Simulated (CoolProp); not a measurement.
Computed with CoolProp (reference Helmholtz-energy equation of state, de Reuck 1993).

Task: Give the vapour pressure (MPa), surface tension (mN/m), liquid viscosity (µPa s), vapour viscosity (µPa s) of saturated methanol at 57.55, 102.55 °C.

Result: 
```json
[
 {"T (°C)": "57.55", "p (MPa)": "0.0766", "surface tension (mN/m)": "19.4", "liquid viscosity (µPa s)": "354", "vapour viscosity (µPa s)": "10.6"},
 {"T (°C)": "102.55", "p (MPa)": "0.383", "surface tension (mN/m)": "15.4", "liquid viscosity (µPa s)": "217", "vapour viscosity (µPa s)": "11.9"}
]
```

Viscosity comes from a separate model (Xiang 2006). Surface tension comes from a separate correlation (Mulero 2012).
